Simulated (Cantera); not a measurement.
# Moist CO burnout

An isothermal, constant-pressure homogeneous reactor starts with 0.184 % CO, 2.62 % O2, 0.184 % H2O, 97.0 % N2, equivalence ratio 0.035, at 1098 K and 0.345 atm.

Cantera simulation using GRI-Mech 3.0 (53 species, 325 reactions); the numbers are that mechanism's predictions, not measurements.

```csv
t (s),x CO,x O2,x H2O,x H,x NO
3.00e-6,0.00184,0.0262,0.00184,<1e-12,<1e-12
1.15e-5,0.00184,0.0262,0.00184,<1e-12,<1e-12
4.40e-5,0.00184,0.0262,0.00184,<1e-12,<1e-12
0.000169,0.00184,0.0262,0.00184,<1e-12,<1e-12
0.000646,0.00184,0.0262,0.00184,<1e-12,<1e-12
0.00248,0.00184,0.0262,0.00184,5.00e-12,<1e-12
0.00949,0.00184,0.0262,0.00184,8.88e-11,<1e-12
0.0363,0.00184,0.0262,0.00184,8.21e-8,<1e-12
0.139,0.000550,0.0255,0.00183,1.82e-6,4.70e-9
0.533,5.42e-5,0.0253,0.00184,6.36e-8,8.78e-9
2.04,3.26e-6,0.0253,0.00184,1.24e-9,1.02e-8
7.83,1.48e-7,0.0253,0.00184,2.42e-11,1.08e-8
30.0,2.91e-9,0.0253,0.00184,1.52e-12,1.10e-8
```
x: mole fraction; the columns are a selection and need not sum to one.

Equilibrium at this temperature and pressure: CO 2.49e-11, O2 0.0253, H2O 0.00184, H <1e-12, NO 3.23e-5 (gas phase only).
